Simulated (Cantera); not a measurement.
A closed system holds: 1 mol LiCl, 0.086 mol O₂, a varied amount of H₂, 2.3 mol H₂O, held at 1350 °C and 9.10 Pa.

Equilibrium computed with Cantera from the NASA thermochemical tables; the gas is ideal and each condensed phase is pure. Candidate condensed phases: H₂O, Li, LiCl, LiH, LiOH, Li₂O; 25 gas species. Rates play no part.

x: gas mole fraction; nothing condenses.

```json
[
 {"n(H₂) (mol)": "0.48", "x H₂": "0.0804", "x H₂O": "0.644", "x LiCl": "0.255", "x HCl": "0.00848", "x LiOH": "0.00769", "x H": "[?]", "x Li": "0.000962"},
 {"n(H₂) (mol)": "0.81", "x H₂": "0.153", "x H₂O": "0.593", "x LiCl": "0.235", "x HCl": "0.00803", "x LiOH": "0.00686", "x H": "[?]", "x Li": "0.00129"},
 {"n(H₂) (mol)": "1.4", "x H₂": "0.258", "x H₂O": "0.518", "x LiCl": "0.205", "x HCl": "0.00730", "x LiOH": "0.00577", "x H": "[?]", "x Li": "0.00161"},
 {"n(H₂) (mol)": "2.3", "x H₂": "0.376", "x H₂O": "0.435", "x LiCl": "0.172", "x HCl": "0.00641", "x LiOH": "0.00462", "x H": "[?]", "x Li": "0.00185"},
 {"n(H₂) (mol)": "3.9", "x H₂": "0.512", "x H₂O": "0.339", "x LiCl": "0.133", "x HCl": "0.00533", "x LiOH": "0.00335", "x H": "[?]", "x Li": "0.00202"},
 {"n(H₂) (mol)": "6.5", "x H₂": "0.639", "x H₂O": "0.249", "x LiCl": "0.0973", "x HCl": "0.00427", "x LiOH": "0.00225", "x H": "[?]", "x Li": "0.00205"},
 {"n(H₂) (mol)": "11", "x H₂": "0.750", "x H₂O": "0.171", "x LiCl": "0.0663", "x HCl": "0.00330", "x LiOH": "0.00136", "x H": "0.00628", "x Li": "0.00196"},
 {"n(H₂) (mol)": "18", "x H₂": "0.829", "x H₂O": "0.115", "x LiCl": "0.0442", "x HCl": "0.00255", "x LiOH": "0.000788", "x H": "0.00661", "x Li": "0.00178"},
 {"n(H₂) (mol)": "31", "x H₂": "0.891", "x H₂O": "0.0713", "x LiCl": "0.0271", "x HCl": "0.00191", "x LiOH": "0.000403", "x H": "0.00685", "x Li": "0.00151"},
 {"n(H₂) (mol)": "52", "x H₂": "0.929", "x H₂O": "0.0443", "x LiCl": "0.0166", "x HCl": "0.00144", "x LiOH": "0.000202", "x H": "0.00700", "x Li": "0.00125"},
 {"n(H₂) (mol)": "88", "x H₂": "0.954", "x H₂O": "0.0269", "x LiCl": "0.00982", "x HCl": "0.00109", "x LiOH": "9.63e-5", "x H": "0.00709", "x Li": "0.000996"},
 {"n(H₂) (mol)": "150", "x H₂": "0.970", "x H₂O": "0.0160", "x LiCl": "0.00568", "x HCl": "0.000814", "x LiOH": "4.43e-5", "x H": "0.00715", "x Li": "0.000774"}
]
```

Complete the blanks.


- 0.48, x H: 0.00206
- 0.81, x H: 0.00284
- 1.4, x H: 0.00369
- 2.3, x H: 0.00445
- 3.9, x H: 0.00519
- 6.5, x H: 0.00580
